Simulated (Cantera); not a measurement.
Input (Python, Cantera) and output of one run.

```python
import numpy as np
import cantera as ct

gas_names = """
    F F2 FS2F,fluorodisu N NF NF2 NF3 N2 S SF SF2 SF3 SF4 SF5 SF6 SN S2 S2F2,thiothiony S8 Si SiF SiF2
    SiF3 SiF4 SiN SiS Si2 Si2N Si3
""".split()
cond_names = """
    S(cr1) S(cr2) S(L) Si(cr) Si(L) Si3N4(a)
""".split()


def load(file, names, dense=False):
    # The tables refer to 1 bar. Condensed volumes are neglected.
    table = {s.name: s for s in ct.Species.list_from_file(file)}
    out = []
    for n in names:
        d = dict(table[n].input_data)
        d["thermo"] = dict(d["thermo"], **{"reference-pressure": 1e5})
        if dense:
            d["equation-of-state"] = {"model": "constant-volume", "density": "1e6 g/cm^3"}
        out.append(ct.Species.from_dict(d))
    return out


gas = ct.Solution(thermo="ideal-gas", species=load("nasa_gas.yaml", gas_names))
cond = {s.name: ct.Solution(thermo="fixed-stoichiometry", species=[s], name=s.name)
        for s in load("nasa_condensed.yaml", cond_names, dense=True)}
atoms = {
    'Si': {'Si': 1},
    'SF6': {'S': 1, 'F': 6},
    'N2': {'N': 2},
    'F2': {'F': 2},
}
top_T = {'Si3N4(a)': 2400}  # K; cautious upper limits of use, not melting points


def equilibrate(T, P, feed):
    n = {}
    for name, mol in feed.items():
        for a, k in atoms[name].items():
            n[a] = n.get(a, 0.0) + k * mol
    gas.TPX = T, P, n
    mass = sum(n.values()) * gas.mean_molecular_weight
    gas.equilibrate("TP")
    valid = [c for c in cond.values() if c.min_temp <= T <= top_T.get(c.name, c.max_temp)]
    mix = ct.Mixture([(gas, mass / gas.mean_molecular_weight)] + [(c, 0.0) for c in valid])
    mix.T, mix.P = T, P
    mix.equilibrate("TP", solver="vcs", rtol=1e-11, max_steps=5000)
    return mix


results = []
feed = {'Si': 1, 'SF6': 1.5, 'N2': 16, 'F2': 1.9}  # mol
T = 1425  # K
P = 9.9  # Pa
mix = equilibrate(T, P, feed)
results.append((T, P, feed, dict(zip(mix.species_names, mix.species_moles))))
x = sorted(zip(gas.X, gas.species_names), reverse=True)
print(f"T = {T:g} K  P = {P:g} Pa  gas = {mix.phase_moles(0):.4g} mol")
print("   x: " + "  ".join(f"{s} {v:.3e}" for v, s in x if v > 1e-05))
print("   condensed (mol): " + ("  ".join(f"{mix.phase(i).name} {mix.phase_moles(i):.4g}"
      for i in range(1, mix.n_phases) if mix.phase_moles(i) > 1e-12) or "none"))
```

It prints:

```
T = 1425 K  P = 9.9 Pa  gas = 23.86 mol
   x: N2 6.707e-01  F 2.246e-01  SF2 5.075e-02  SiF4 4.192e-02  SF4 6.724e-03  SF3 5.254e-03  SF 9.719e-05  S2F2,thiothiony 2.599e-05
   condensed (mol): none
```

Equilibrium computed with Cantera from the NASA thermochemical tables; the gas is ideal and each condensed phase is pure. The tables' values for SF3, S2F2 (SSF2) are old estimates; treat these amounts as uncertain.
